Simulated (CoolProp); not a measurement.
A simple Rankine cycle with fluoroethane (R161): condensing at 290.15 K, boiler at 2.98 MPa, turbine inlet 350.3 K, turbine efficiency 0.6, pump efficiency 0.7, no recuperator. Each further row changes one setting.

Computed with CoolProp (reference Helmholtz-energy equation of state, Wu 2012).

```json
[
 {"case": "as stated", "thermal efficiency (%)": "7.7", "net work (kJ/kg)": "28.5", "heat in (kJ/kg)": "370", "turbine exit temperature (K)": "290.1", "volume ratio over the turbine": "4.41"},
 {"case": "turbine inlet 370.3 K", "thermal efficiency (%)": "8.1", "net work (kJ/kg)": "(withheld)", "heat in (kJ/kg)": "419", "turbine exit temperature (K)": "311.9", "volume ratio over the turbine": "(withheld)"},
 {"case": "condensing temperature 282.15 K", "thermal efficiency (%)": "(withheld)", "net work (kJ/kg)": "33.8", "heat in (kJ/kg)": "(withheld)", "turbine exit temperature (K)": "282.2", "volume ratio over the turbine": "(withheld)"},
 {"case": "boiler pressure 2.09 MPa", "thermal efficiency (%)": "6.4", "net work (kJ/kg)": "(withheld)", "heat in (kJ/kg)": "406", "turbine exit temperature (K)": "(withheld)", "volume ratio over the turbine": "2.85"},
 {"case": "turbine efficiency 0.5", "thermal efficiency (%)": "6.2", "net work (kJ/kg)": "23.0", "heat in (kJ/kg)": "370", "turbine exit temperature (K)": "290.1", "volume ratio over the turbine": "(withheld)"}
]
```

Task: Some entries are withheld; supply them.

Result: 
- turbine inlet 370.3 K, net work (kJ/kg): 34.1
- turbine inlet 370.3 K, volume ratio over the turbine: 4.16
- condensing temperature 282.15 K, thermal efficiency (%): 8.7
- condensing temperature 282.15 K, heat in (kJ/kg): 388
- condensing temperature 282.15 K, volume ratio over the turbine: 5.58
- boiler pressure 2.09 MPa, net work (kJ/kg): 26.1
- boiler pressure 2.09 MPa, turbine exit temperature (K): 308.6
- turbine efficiency 0.5, volume ratio over the turbine: 4.48

The expansion ends wet for: as stated; condensing temperature 282.15 K; turbine efficiency 0.5.
